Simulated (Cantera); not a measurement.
Charge: 1 mol MgF2, 0.45 mol H2, equilibrated at 0.960 Pa.

These are equilibrium values from Cantera (NASA tables, ideal gas, pure condensed phases), not measurements of a reactor. Candidate condensed phases: Mg, MgF2; 17 gas species. The numbers say what is thermodynamically allowed, not how fast it happens. All values below are at 1652 °C.

Base state: HF 0.450, MgF2 0.271, Mg 0.194, MgF 0.0624, H 0.0184, H2 0.00355, F 0.000697 (mole fractions); condensed: gas only.

**Question.** What changes in the equilibrium state with this change: H2 from 0.45 to 0.12 mol?

**Answer.** 
```csv
species,before,after
MgF2,0.271,0.680
HF,0.450,0.190
Mg,0.194,0.0670
H,0.0184,0.00289
MgF,0.0624,0.0580
H2,0.00355,8.76e-5
F,0.000697,0.00188
```
